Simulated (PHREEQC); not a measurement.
Make-up at 20 °C: 38 mmol/kgw H2SO4, 40 mmol/kgw AlCl3 and 81 mmol/kgw MnSO4. Closed to the air; pH follows from the charge balance.

The numbers come from PHREEQC with the ion-association model, phreeqc.dat.

Each row changes one thing in this solution. Precipitation was switched off in this run.

| case | pH | ionic strength (mol/kgw) | Cl- (mol/kgw) | Mn+2 (mol/kgw) | HSO4- (mol/kgw) | SO4-2 (mol/kgw) | SI of Gibbsite (Al(OH)3) |
|---|---|---|---|---|---|---|---|
| as made | 1.46 | 0.321 | 0.113 | 0.0556 | 0.0314 | 0.0308 | -7.11 |
| temperature from 20 to 45 °C | 1.52 | ? | 0.113 | ? | ? | 0.0241 | -5.60 |
| H2SO4 replaced by Al2(SO4)3 at the same molality | 3.88 | 0.379 | 0.113 | 0.0518 | 0.000172 | 0.0470 | +0.43 |
| MnSO4 from 0.081 to 0.121 mol/kgw | 1.53 | ? | 0.110 | 0.0786 | 0.0374 | ? | -7.07 |
| AlCl3 from 0.04 to 0.004 mol/kgw | 1.55 | 0.237 | 0.0113 | 0.0506 | 0.0405 | 0.0442 | -8.04 |

Problem. What belongs in the gaps?

Solution. 
- temperature from 20 to 45 °C, ionic strength (mol/kgw): 0.305
- temperature from 20 to 45 °C, Mn+2 (mol/kgw): 0.0539
- temperature from 20 to 45 °C, HSO4- (mol/kgw): 0.0370
- MnSO4 from 0.081 to 0.121 mol/kgw, ionic strength (mol/kgw): 0.390
- MnSO4 from 0.081 to 0.121 mol/kgw, SO4-2 (mol/kgw): 0.0459

Complexes and solids missing from the database can't appear. Some of these states are supersaturated (in Gibbsite (slow to form), for instance). Constants without temperature data keep their 25 °C values here.
